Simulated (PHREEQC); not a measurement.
Solution (45 °C): 0.0036 mol/kgw HNO3, 0.23 mol/kgw FeCl3 and 0.29 mol/kgw KCl. Closed to the air; pH follows from the charge balance.

The numbers come from PHREEQC with the ion-association model, phreeqc.dat.

```
quantity                  before   after
------------------------  ------  ------
pH                          1.90    2.06
ionic strength (mol/kgw)   0.963   0.915
Cl- (mol/kgw)              0.734   0.701
FeCl+2 (mol/kgw)           0.156   0.110
Fe+3 (mol/kgw)            0.0162  0.0283
SI of Goethite (FeOOH)     +4.36   +4.10
SI of Hematite (Fe2O3)    +10.82  +10.17
```

### Question
What was changed between the two runs?
A. 0.11 mol/kgw NaCl added
B. temperature from 45 to 15 °C
C. diluted 5-fold with water
D. KCl left out

### Answer
B, temperature from 45 to 15 °C

This is a speciation only: nothing precipitates in the calculation. The ionic strength passes 0.7 mol/kgw, the rough limit of the ion-association models, in every such run. Some of these states are supersaturated (in Hematite (slow to form), Goethite (slow to form), for instance). At this temperature some constants are extrapolated from 25 °C, and those without enthalpy data are left unchanged.
